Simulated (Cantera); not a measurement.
Input: 1 mol Hg, 7.2 mol H2, equilibrated at 1252 °C and 34.0 Pa.

Method: chemical equilibrium by Gibbs-energy minimisation in Cantera with the NASA 1993 tables (ideal gas, pure condensed phases). Candidate condensed phases: Hg; 3 gas species. Equilibrium is a limit: real reactors are often held back by kinetics, nucleation or transport.

Base state: H2 0.877, Hg 0.122, H 0.00120 (mole fractions); condensed: gas only.

### Question
What changes in the equilibrium state with this change: temperature from 1252 °C to 350 °C?

### Answer
```tsv
species	before	after
H2	0.877	0.878
Hg	0.122	0.122
H	0.00120	<1e-9
```

### Question
What changes in the equilibrium state with this change: pressure from 34.0 Pa to 0.770 bar?

### Answer
```
species   before    after
-------  -------  -------
H2         0.877    0.878
Hg         0.122    0.122
H        0.00120  2.53e-5
```
